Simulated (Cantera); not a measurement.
## Pyrogenic steam for wet oxidation

A perfectly stirred reactor is fed with 22.7 % H₂, 15.2 % O₂, 62.1 % N₂, equivalence ratio 0.75, at 21000 Pa; it is held at 1400 K, and followed from long to short residence time.

Detailed kinetics in Cantera: the H2/O2 subset of GRI-Mech 3.0, which has no nitrogen chemistry. The temperature is held fixed by assumption; the heat of reaction is taken as removed at once.

| τ (s) | x H₂ | x O₂ | x O | x H₂O₂ | x H₂O | x HO₂ |
|---|---|---|---|---|---|---|
| 1.3 | 0.000345 | 0.0427 | 9.94e-5 | 2.05e-7 | 0.256 | 2.02e-6 |
| 0.40 | 0.000755 | 0.0427 | 0.000221 | 3.34e-7 | 0.255 | 3.52e-6 |
| 0.12 | 0.00166 | 0.0429 | 0.000497 | 5.22e-7 | 0.253 | 5.42e-6 |
| 0.039 | 0.00339 | 0.0435 | 0.00105 | 7.50e-7 | 0.250 | 7.16e-6 |
| 0.012 | 0.00685 | 0.0449 | 0.00223 | 1.02e-6 | 0.243 | 8.62e-6 |
| 0.0038 | 0.0127 | 0.0477 | 0.00453 | 1.24e-6 | 0.231 | 9.66e-6 |
| 0.0012 | 0.0210 | 0.0525 | 0.00864 | 1.34e-6 | 0.209 | 1.04e-5 |
| 0.00037 | 0.0313 | 0.0592 | 0.0147 | 1.29e-6 | 0.179 | 1.09e-5 |
x: mole fraction; the columns are a selection and need not sum to one.
